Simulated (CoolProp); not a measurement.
R245fa along the isobar 2.48 bar: Z from the reference equation and from simpler models built on Tc = 153.9 °C, pc = 36.51 bar, ω = 0.378; each cubic takes its own stable root.

The numbers come from the reference Helmholtz-energy equation of state, Akasaka 2015 in CoolProp.

| T (°C) | phase | reference |
|---|---|---|
| 5.75 | liquid | 0.01032 |
| 9.05 | liquid | 0.01026 |
| 12.45 | liquid | 0.01020 |
| 15.75 | liquid | 0.01015 |
| 19.15 | liquid | 0.01010 |
| 22.45 | liquid | 0.01005 |
| 25.85 | liquid | 0.01001 |
| 29.15 | liquid | 0.009964 |
| 32.55 | liquid | 0.009924 |
| 35.85 | liquid | 0.009888 |
| 42.55 | gas | 0.9245 |
| 45.85 | gas | 0.9277 |
| 49.25 | gas | 0.9309 |
| 52.55 | gas | 0.9337 |
| 55.95 | gas | 0.9365 |

**Question.** How far does each simpler model (van der Waals, Redlich-Kwong, Soave-Redlich-Kwong, Peng-Robinson) lie from the reference over these 15 states: mean and median of the absolute difference, and the worst?

**Answer.** 
- van der Waals: mean 6209.8 %, median 9173.5 %, worst +9559.2 % at 35.85 °C and 2.48 bar
- Redlich-Kwong: mean 3708.9 %, median 16.6 %, worst +9406.5 % at 35.85 °C and 2.48 bar
- Soave-Redlich-Kwong: mean 7.1 %, median 10.1 %, worst +10.6 % at 35.85 °C and 2.48 bar
- Peng-Robinson: mean 1.8 %, median 2.4 %, worst -2.5 % at 15.75 °C and 2.48 bar

At some of these states van der Waals, Redlich-Kwong gives the other phase, because its saturation line lies elsewhere.
